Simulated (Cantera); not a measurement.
What does this Cantera script print?

```python
import numpy as np
import cantera as ct

gas_names = """
    CL CLO CL2 H HCL HOCL HO2 H2 H2O H2O2 O OH O2 O3
""".split()
cond_names = """
    H2O(s) H2O(L)
""".split()


# ... load() reads the species with a 1 bar reference pressure and builds the phases ...
atoms = {
    'HCl': {'H': 1, 'CL': 1},
    'H2O': {'H': 2, 'O': 1},
}
top_T = {}  # K; cautious upper limits of use, not melting points


# ... equilibrate(T, P, feed) seeds the gas with the atoms and calls Mixture.equilibrate('TP', solver="vcs", rtol=1e-11, max_steps=5000) ...
results = []
feed = {'HCl': 1, 'H2O': 5.4}  # mol
P = 780000  # Pa
for T in [1750, 1850, 1950, 2050, 2150, 2250, 2350, 2450, 2550, 2650, 2750, 2850]:
    mix = equilibrate(T, P, feed)
    results.append((T, P, feed, dict(zip(mix.species_names, mix.species_moles))))

top = {s: max(r[3][s] / sum(r[3][g] for g in gas_names) for r in results) for s in gas_names}
cols = sorted((s for s in top if top[s] > 1e-06), key=lambda s: -top[s])[:6]
seen = [c for c in cond_names if any(r[3].get(c, 0) > 1e-12 for r in results)]
print("log10 of partial pressures in bar; condensed amounts in mol")
print(f"{'T/K':>10s}" + "".join(f"{s[:9]:>10s}" for s in cols + seen))
for T, P, feed, n in results:
    ng = sum(n[g] for g in gas_names)
    print(f"{T:10.4g}" + "".join(f"{np.log10(max(n[s] / ng * P / 1e5, 1e-99)):10.3f}" for s in cols)
          + "".join(f"{n.get(c, 0):10.4g}" for c in seen))
```

Output:

```
log10 of partial pressures in bar; condensed amounts in mol
       T/K       H2O       HCL        H2        OH        O2        CL
      1750     0.818     0.085    -2.263    -2.916    -2.793    -2.530
      1850     0.817     0.084    -1.997    -2.584    -2.515    -2.306
      1950     0.817     0.082    -1.758    -2.287    -2.268    -2.105
      2050     0.815     0.080    -1.541    -2.020    -2.048    -1.924
      2150     0.814     0.078    -1.343    -1.779    -1.850    -1.761
      2250     0.811     0.074    -1.164    -1.560    -1.671    -1.614
      2350     0.807     0.070    -1.000    -1.361    -1.509    -1.479
      2450     0.802     0.064    -0.850    -1.179    -1.362    -1.357
      2550     0.795     0.056    -0.713    -1.013    -1.228    -1.246
      2650     0.786     0.047    -0.588    -0.862    -1.107    -1.144
      2750     0.774     0.036    -0.475    -0.724    -0.997    -1.051
      2850     0.759     0.023    -0.371    -0.599    -0.898    -0.967
```

Cantera equilibrium calculation (NASA polynomials, part measured and part estimated; ideal gas, pure solids and liquids).
